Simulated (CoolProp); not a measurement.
Sulfur hexafluoride along the isobar 165 bar: Z from the reference equation and from simpler models built on Tc = 318.7 K, pc = 37.55 bar, ω = 0.210; each cubic takes its own stable root.

Values from CoolProp's reference Helmholtz-energy equation of state, Guder 2009.

```tsv
T (K)	phase	reference	van der Waals	Soave-Redlich-Kwong	Peng-Robinson
236.5	liquid	0.6580	0.9525	0.6721	0.5980
259.6	liquid	0.6324	0.8985	0.6471	0.5762
282.6	liquid	0.6169	0.8570	0.6342	0.5658
305.6	liquid	0.6111	0.8254	0.6329	0.5667
328.6	supercritical	0.6157	0.8024	0.6437	0.5796
351.6	supercritical	0.6322	0.7869	0.6673	0.6056
374.6	supercritical	0.6618	0.7784	0.7031	0.6439
397.7	supercritical	0.7033	0.7762	0.7483	0.6913
420.7	supercritical	0.7515	0.7798	0.7971	0.7417
443.7	supercritical	0.8003	0.7885	0.8443	0.7900
466.7	supercritical	0.8454	0.8012	0.8868	0.8335
489.7	supercritical	0.8849	0.8169	0.9235	0.8712
```
